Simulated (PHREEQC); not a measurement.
Solution (20 °C): 0.011 mol FeCl2 per kg of water. Closed to the air; pH follows from the charge balance.

Computed with PHREEQC (ion-association model, wateq4f.dat).

This is a speciation only: nothing precipitates in the calculation.

Question: Estimate the pH.

Answer: pH 5.94.

Question: In which forms is Fe present?

Answer: Fe+2 98 %, FeCl+ 1.6 % of the Fe.
